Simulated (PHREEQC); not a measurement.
3.8 g of hydrous ferric oxide (600 m²/g; 0.2 weak and 0.005 strong sites per Fe, Dzombak-Morel constants, diffuse double layer) in 1 kg of water with 0.3 mol/kgw of an inert sodium salt, at 25 °C; the pH is set by adding NaOH or the inert anion's acid. O2 is buffered at 0.21 atm. No CO2 enters from the air. No solid was allowed to form.

All values are PHREEQC results (ion-association model, wateq4f.dat), not measurements.

```csv
pH,surface charge σ (C/m²),surface potential ψ (mV)
4,0.349,123
4.67,0.304,116
5.33,0.231,102
6,0.154,83
6.67,0.091,59
7.33,0.044,33
8,0.006,5
8.67,-0.031,-24
9.33,-0.074,-51
10,-0.132,-75
10.67,-0.205,-96
11.33,-0.282,-112
12,-0.339,-120
```
